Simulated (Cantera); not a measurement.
A closed system holds: 1 mol Si(CH₃)₄, 0.32 mol C₂H₂, 6.6 mol H₂, held at 1398 K and 0.0100 bar.

These are equilibrium values from Cantera (NASA tables, ideal gas, pure condensed phases), not measurements of a reactor. Candidate condensed phases: C, C₆H₆, C₇H₈, C₈H₁₈, Si, SiC; 87 gas species. Kinetics and transport are ignored.

**Question.** What is the equilibrium state?

**Answer.** 
- x(H₂): 1.000
- x(H): 4.73e-5
- x(CH₄): 4.37e-5
- x(C₂H₂ (acetylene)): 2.45e-6
- n(C(graphite)): 3.64 mol
- n(SiC(s)): 1.00 mol
- gas amount: 12.92 mol
- log10 activity of Si(s) (absent): -2.32
